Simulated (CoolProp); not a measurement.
Saturation properties of carbon dioxide (Tc = 31.0 °C, pc = 7.377 MPa, ω = 0.224).

Model: reference Helmholtz-energy equation of state, Span 1996, in CoolProp.

```json
[
 {"T (°C)": "-49.65", "p (MPa)": "0.6921", "vapour density (kg/m³)": "18.17", "liquid cp (kJ/(kg K))": "1.972", "liquid viscosity (µPa s)": "226", "liquid conductivity (mW/(m K))": "169"},
 {"T (°C)": "-43.05", "p (MPa)": "0.8963", "vapour density (kg/m³)": "23.36", "liquid cp (kJ/(kg K))": "1.997", "liquid viscosity (µPa s)": "203", "liquid conductivity (mW/(m K))": "160"},
 {"T (°C)": "-36.35", "p (MPa)": "1.146", "vapour density (kg/m³)": "29.77", "liquid cp (kJ/(kg K))": "2.031", "liquid viscosity (µPa s)": "182", "liquid conductivity (mW/(m K))": "152"},
 {"T (°C)": "-29.75", "p (MPa)": "1.440", "vapour density (kg/m³)": "37.41", "liquid cp (kJ/(kg K))": "2.075", "liquid viscosity (µPa s)": "163", "liquid conductivity (mW/(m K))": "144"},
 {"T (°C)": "-23.15", "p (MPa)": "1.785", "vapour density (kg/m³)": "46.64", "liquid cp (kJ/(kg K))": "2.132", "liquid viscosity (µPa s)": "147", "liquid conductivity (mW/(m K))": "137"},
 {"T (°C)": "-16.55", "p (MPa)": "2.187", "vapour density (kg/m³)": "57.79", "liquid cp (kJ/(kg K))": "2.207", "liquid viscosity (µPa s)": "132", "liquid conductivity (mW/(m K))": "129"},
 {"T (°C)": "-9.95", "p (MPa)": "2.652", "vapour density (kg/m³)": "71.30", "liquid cp (kJ/(kg K))": "2.308", "liquid viscosity (µPa s)": "119", "liquid conductivity (mW/(m K))": "121"},
 {"T (°C)": "-3.35", "p (MPa)": "3.186", "vapour density (kg/m³)": "87.82", "liquid cp (kJ/(kg K))": "2.448", "liquid viscosity (µPa s)": "106", "liquid conductivity (mW/(m K))": "113"},
 {"T (°C)": "3.25", "p (MPa)": "3.795", "vapour density (kg/m³)": "108.3", "liquid cp (kJ/(kg K))": "2.655", "liquid viscosity (µPa s)": "94.8", "liquid conductivity (mW/(m K))": "105"},
 {"T (°C)": "9.85", "p (MPa)": "4.485", "vapour density (kg/m³)": "134.5", "liquid cp (kJ/(kg K))": "2.988", "liquid viscosity (µPa s)": "83.8", "liquid conductivity (mW/(m K))": "97.4"},
 {"T (°C)": "16.45", "p (MPa)": "5.267", "vapour density (kg/m³)": "169.4", "liquid cp (kJ/(kg K))": "3.619", "liquid viscosity (µPa s)": "72.9", "liquid conductivity (mW/(m K))": "89.4"}
]
```

Viscosity comes from a separate model (Laesecke 2017). Thermal conductivity comes from a separate model (Huber 2016).
